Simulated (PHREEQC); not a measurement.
A solution holds 0.11 mol NH4HF2, 0.016 mol H2SiF6 and 0.13 mol HCl per kg of water, at 27 °C. Closed to the air; pH follows from the charge balance.

Computed with PHREEQC (ion-association model, wateq4f.dat).

```csv
quantity,before,after
pH,1.35,2.31
ionic strength (mol/kgw),0.182,0.242
HF (mol/kgw),0.130,0.181
F- (mol/kgw),0.00271,0.0368
HF2- (mol/kgw),0.00143,0.0274
SI of Quartz (SiO2),-6.79,-9.68
```

Task: Name the change that produced these shifts.
A) HCl left out
B) NH4HF2 from 0.11 to 0.22 mol/kgw
C) temperature from 27 to 35 °C
D) temperature from 27 to 30 °C
E) HCl from 0.13 to 0.117 mol/kgw

Result: B, NH4HF2 from 0.11 to 0.22 mol/kgw

No solid was allowed to form. wateq4f.dat counts part of the HF as a dimer, H2F2, which phreeqc.dat doesn't know; its constant is uncertain. SiF6-2 is the database's only silicon fluoride.
